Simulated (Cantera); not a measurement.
Charge: 1 mol Si₂Cl₆, 11 mol H₂, at 1750 K and 0.00590 bar.

Method: chemical equilibrium by Gibbs-energy minimisation in Cantera with the NASA 1993 tables (ideal gas, pure condensed phases). Candidate condensed phases: Si; 19 gas species. The feed counts by its element totals alone. The tables' values for SiCl₃, SiCl are old estimates; treat these amounts as uncertain. Gases not in the tables: Si₂H₆ and higher silanes. Kinetics and transport are ignored.

Problem. What is the equilibrium state?

Solution. 
* **x(H₂)**: 0.701
* **x(HCl)**: 0.165
* **x(SiCl₂)**: 0.129
* **x(H)**: 0.00253
* **x(SiCl₃)**: 0.00124
* **x(Cl)**: 0.000460
* **x(SiCl)**: 0.000452
* **x(Si)**: 0.000254
* **x(SiH)**: 2.16e-5
* **n(Si(l))**: 0.162 mol
* **gas amount**: 14.02 mol
